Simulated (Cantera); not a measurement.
**Tantalum, niobium, vanadium and zirconium in process gases: Zr + N2 + N2O**

Input: 1 mol Zr, 5.2 mol N2, 3.5 mol N2O, held at 2698.15 K and 0.133 bar.

Equilibrium computed with Cantera from the NASA thermochemical tables; the gas is ideal and each condensed phase is pure. Candidate condensed phases: Zr, ZrN, ZrO2; 13 gas species. Equilibrium is a limit: real reactors are often held back by kinetics, nucleation or transport.

The x(N2) is 0.901 and the x(O2) is 0.0577. The x(O) comes out as 0.0236 and the x(NO) comes out as 0.0178. The x(ZrO2) is 3.94e-5. The x(N) is 4.16e-6, the x(NO2) comes out as 2.52e-6 and the n(ZrO2(s)) is 1.000 mol. The gas amount is 9.563 mol and the log10 activity of Zr(l) (absent) is -9.49.
